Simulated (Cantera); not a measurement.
A closed system holds: 1 mol Si2H6, 6.5 mol O3, 1.2 mol N2, 0.19 mol NO, at 2.20 mbar.

These are equilibrium values from Cantera (NASA tables, ideal gas, pure condensed phases), not measurements of a reactor. Candidate condensed phases: H2O, Si, SiO2, Si2N2O, Si3N4; 35 gas species. The feed counts by its element totals alone. The numbers say what is thermodynamically allowed, not how fast it happens.

**Question.** At 850 K, list the 3 most abundant gas species with their mole fractions, and the condensed phases.

**Answer.** O2 0.596, H2O 0.282, N2 0.122. Condensed: SiO2(β-quartz).
